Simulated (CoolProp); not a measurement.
Values from CoolProp's reference Helmholtz-energy equation of state, Smukala 2000.

Task: Give the vapour pressure (MPa), enthalpy of vaporisation (kJ/kg), vapour Z, surface tension (mN/m) of saturated ethylene at 232.1 K.

Result: 
```json
[
 {"T (K)": "232.1", "p (MPa)": "1.41", "enthalpy of vaporisation (kJ/kg)": "361", "vapour Z": "0.791", "surface tension (mN/m)": "6.33"}
]
```

Surface tension comes from a separate correlation (Mulero 2012).
